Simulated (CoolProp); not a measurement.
The fluid at 298.15 K and 0.121 MPa expands adiabatically to 0.00867 MPa with isentropic efficiency 0.85. The same conditions are run with several fluids, on thermodynamics alone (safety and materials aside).

The numbers come from the reference Helmholtz-energy equation of state of each fluid (isobutene: Lemmon 2005; oxygen: Schmidt 1985; n-perfluorobutane: Gao 2022; R404A: Lemmon 2003) in CoolProp. Blends and air are pseudo-pure fits.

```tsv
fluid	work (kJ/kg)	final temperature (K)	final density (kg/m³)
isobutene	85.2	236.8	0.248
oxygen	(withheld)	164.2	0.203
n-perfluorobutane	21.7	(withheld)	(withheld)
R404A	49.1	235.1	0.435
```

Problem. What belongs in the gaps?

Solution. 
- oxygen, work (kJ/kg): 122
- n-perfluorobutane, final temperature (K): 270.9
- n-perfluorobutane, final density (kg/m³): 0.920
